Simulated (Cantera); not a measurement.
A perfectly stirred reactor is fed with 31.1 % H2, 11.1 % O2, 57.8 % N2, at 2.27 atm; it is adiabatic with a 425 K inlet, and is followed from long to short residence time, starting on the burning branch (τ in s: 0.19, 0.051, 0.014, 0.0039, 0.0011, 0.00029, 7.9e-05, 2.2e-05, 6e-06).

Cantera simulation using GRI-Mech 3.0 (53 species, 325 reactions); the numbers are that mechanism's predictions, not measurements. The hydrogen kinetics of GRI-Mech 3.0 are dated; newer H2 mechanisms differ, most at raised pressure.

Question: Predict: blow-out, bracketed by the residence times tried; x(H2) at τ = 0.190 s; x(O2) at τ = 0.190 s; x(NO) at τ = 0.190 s; x(O) at τ = 0.190 s; x(H2) at τ = 1.10 ms; x(O2) at τ = 1.10 ms; x(NO) at τ = 1.10 ms; x(O) at τ = 1.10 ms.

Answer: 
```
Item                                                                          Result
------------------------------------------------  ----------------------------------
blow-out, bracketed by the residence times tried  burning at 22.0 µs, out at 6.00 µs
x(H2) at τ = 0.190 s                                                          0.0996
x(O2) at τ = 0.190 s                                                         1.85e-5
x(NO) at τ = 0.190 s                                                         1.90e-5
x(O) at τ = 0.190 s                                                          3.02e-6
x(H2) at τ = 1.10 ms                                                          0.0965
x(O2) at τ = 1.10 ms                                                        0.000583
x(NO) at τ = 1.10 ms                                                         2.69e-5
x(O) at τ = 1.10 ms                                                         0.000254
```
